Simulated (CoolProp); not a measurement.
The numbers come from the reference Helmholtz-energy equation of state, de Reuck 1990 in CoolProp.

For fluorine, give the phase and the cp (kJ/(kg K)) at -62.35 °C and 1.78 bar; 26.85 °C and 1.78 bar.


- -62.35 °C and 1.78 bar: gas; cp 0.790
- 26.85 °C and 1.78 bar: gas; cp 0.826
